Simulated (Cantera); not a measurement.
Cantera run:

```python
import numpy as np
import cantera as ct

gas_names = """
    CL CL2 H HCL H2 N NH NH2 NH3 N2 N2H2 N2H4 Si SiCL SiCL2 SiCL3 SiCL4 SiH SiHCL3 SiH2 SiH2CL2 SiH3
    SiH3CL SiH4 SiN Si2 Si2N Si3
""".split()
cond_names = """
    NH4CL(a) NH4CL(b) Si(cr) Si(L) Si3N4(a)
""".split()


# ... load() reads the species with a 1 bar reference pressure and builds the phases ...
atoms = {
    'SiHCl3': {'Si': 1, 'H': 1, 'CL': 3},
    'Cl2': {'CL': 2},
    'N2': {'N': 2},
}
top_T = {'Si3N4(a)': 2400}  # K; cautious upper limits of use, not melting points


# ... equilibrate(T, P, feed) seeds the gas with the atoms and calls Mixture.equilibrate('TP', solver="vcs", rtol=1e-11, max_steps=5000) ...
results = []
feed = {'SiHCl3': 1, 'Cl2': 0.018, 'N2': 41}  # mol
P = 1333.22  # Pa
for T in [850, 950, 1050, 1150, 1250, 1350, 1450, 1550, 1650, 1750]:
    mix = equilibrate(T, P, feed)
    results.append((T, P, feed, dict(zip(mix.species_names, mix.species_moles))))
    x = sorted(zip(gas.X, gas.species_names), reverse=True)
    print(f"T = {T:g} K  P = {P:g} Pa  gas = {mix.phase_moles(0):.4g} mol")
    print("   x: " + "  ".join(f"{s} {v:.3e}" for v, s in x if v > 0.0001))
    print("   condensed (mol): " + ("  ".join(f"{mix.phase(i).name} {mix.phase_moles(i):.4g}"
          for i in range(1, mix.n_phases) if mix.phase_moles(i) > 1e-12) or "none"))
```

Output:

```
T = 850 K  P = 1333.22 Pa  gas = 42.17 mol
   x: N2 9.650e-01  HCL 2.076e-02  SiCL4 1.281e-02  H2 1.477e-03
   condensed (mol): Si3N4(a) 0.1533
T = 950 K  P = 1333.22 Pa  gas = 42.17 mol
   x: N2 9.648e-01  HCL 2.129e-02  SiCL4 1.267e-02  H2 1.210e-03
   condensed (mol): Si3N4(a) 0.1551
T = 1050 K  P = 1333.22 Pa  gas = 42.18 mol
   x: N2 9.647e-01  HCL 2.165e-02  SiCL4 1.254e-02  H2 1.029e-03
   condensed (mol): Si3N4(a) 0.1562
T = 1150 K  P = 1333.22 Pa  gas = 42.18 mol
   x: N2 9.646e-01  HCL 2.189e-02  SiCL4 1.227e-02  H2 9.039e-04  SiCL3 2.749e-04
   condensed (mol): Si3N4(a) 0.1558
T = 1250 K  P = 1333.22 Pa  gas = 42.22 mol
   x: N2 9.641e-01  HCL 2.201e-02  SiCL4 1.135e-02  SiCL3 1.033e-03  H2 8.313e-04  SiCL2 6.724e-04
   condensed (mol): Si3N4(a) 0.1494
T = 1350 K  P = 1333.22 Pa  gas = 42.37 mol
   x: N2 9.621e-01  HCL 2.187e-02  SiCL4 8.344e-03  SiCL2 4.196e-03  SiCL3 2.649e-03  H2 8.558e-04
   condensed (mol): Si3N4(a) 0.1186
T = 1450 K  P = 1333.22 Pa  gas = 42.73 mol
   x: N2 9.575e-01  HCL 2.100e-02  SiCL2 1.387e-02  SiCL3 3.385e-03  SiCL4 3.019e-03  H2 1.193e-03
   condensed (mol): Si3N4(a) 0.04439
T = 1550 K  P = 1333.22 Pa  gas = 42.94 mol
   x: N2 9.548e-01  HCL 2.033e-02  SiCL2 2.031e-02  SiCL3 2.268e-03  H2 1.472e-03  SiCL4 7.054e-04  CL 1.154e-04
   condensed (mol): none
T = 1650 K  P = 1333.22 Pa  gas = 42.98 mol
   x: N2 9.540e-01  HCL 2.131e-02  SiCL2 2.120e-02  SiCL3 1.745e-03  H2 9.656e-04  CL 4.230e-04  SiCL4 3.152e-04
   condensed (mol): none
T = 1750 K  P = 1333.22 Pa  gas = 43.01 mol
   x: N2 9.532e-01  SiCL2 2.192e-02  HCL 2.152e-02  SiCL3 1.193e-03  CL 1.157e-03  H2 8.350e-04  SiCL4 1.154e-04
   condensed (mol): none
```

These are equilibrium values from Cantera (NASA tables, ideal gas, pure condensed phases), not measurements of a reactor. N2 is the only nitrogen source here; it is nearly inert below about 1500 K, so the nitride shown seldom forms there in practice. The tables' values for SiCl3, SiCl are old estimates; treat these amounts as uncertain.
